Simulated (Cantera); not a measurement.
An isothermal, constant-pressure homogeneous reactor starts with 10.7 % H₂, 89.3 % O₂, at 1300 K and 690 Pa.

Model: GRI-Mech 3.0 (53 species, 325 reactions), integrated in Cantera. Radical loss at walls, strong at low pressure, is not modelled. The temperature is held fixed by assumption; the heat of reaction is taken as removed at once.

x: mole fraction; the columns are a selection and need not sum to one.

| t (s) | x H₂ | x O₂ | x H₂O | x OH | x HO₂ | x H |
|---|---|---|---|---|---|---|
| 9.00e-6 | 0.107 | 0.893 | 9.85e-12 | 1.63e-10 | 2.34e-9 | 2.19e-9 |
| 4.93e-5 | 0.107 | 0.893 | 1.27e-9 | … | 1.28e-8 | 1.01e-8 |
| 0.000270 | 0.107 | 0.893 | 1.40e-7 | … | 7.03e-8 | 1.00e-7 |
| 0.00148 | 0.103 | 0.890 | 0.00282 | … | 1.11e-6 | 0.00127 |
| 0.00811 | 0.00316 | 0.818 | 0.0888 | … | 2.37e-6 | 0.0227 |
| 0.0444 | 0.00237 | 0.839 | 0.0964 | … | 2.34e-6 | 0.0138 |
| 0.243 | 0.000567 | 0.876 | 0.109 | … | 1.56e-6 | 0.00145 |
| 1.33 | 2.93e-5 | 0.886 | 0.113 | … | 2.57e-7 | 1.67e-5 |
| 7.30 | 1.83e-6 | 0.887 | 0.113 | … | 3.21e-8 | 2.61e-7 |
| 40.0 | 2.25e-7 | 0.887 | 0.113 | … | 2.75e-8 | 1.13e-8 |

Problem. What belongs in the gaps?

Solution. 
- 4.93e-5, x OH: 3.58e-9
- 0.000270, x OH: 8.15e-8
- 0.00148, x OH: 0.00109
- 0.00811, x OH: 0.00845
- 0.0444, x OH: 0.00740
- 0.243, x OH: 0.00369
- 1.33, x OH: 0.000845
- 7.30, x OH: 0.000212
- 40.0, x OH: 7.44e-5
